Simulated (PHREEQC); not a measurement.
Dissolve 0.0017 mol CuCl2, 0.093 mol HNO3 and 0.0092 mol Na2SO4 per kg of water at 10 °C. Closed to the air; pH follows from the charge balance.

Equilibrium calculation in PHREEQC: ion-association model, wateq4f.dat.

The pH comes out as 1.15, the ionic strength is 0.112 mol/kgw and the total alkalinity is -93.0 meq/kg.

```json
[
 {"species": "NO3-", "molality": "0.0930", "activity": "0.0696", "log γ": "-0.126"},
 {"species": "H+", "molality": "0.0866", "activity": "0.0714", "log γ": "-0.084"},
 {"species": "Na+", "molality": "0.0183", "activity": "0.0143", "log γ": "-0.108"},
 {"species": "HSO4-", "molality": "0.00638", "activity": "0.00493", "log γ": "-0.112"},
 {"species": "Cl-", "molality": "0.00340", "activity": "0.00258", "log γ": "-0.119"},
 {"species": "SO4-2", "molality": "0.00263", "activity": "0.000965", "log γ": "-0.436"},
 {"species": "Cu+2", "molality": "0.00159", "activity": "0.000628", "log γ": "-0.403"},
 {"species": "CuSO4", "molality": "0.000108", "activity": "0.000111", "log γ": "0.011"},
 {"species": "NaSO4-", "molality": "7.96e-5", "activity": "6.26e-5", "log γ": "-0.105"},
 {"species": "CuCl+", "molality": "2.63e-6", "activity": "2.02e-6", "log γ": "-0.116"}
]
```

Precipitation was switched off in this run. Away from 25 °C the constants follow the database's enthalpies or fits; those with neither stay at their 25 °C values.
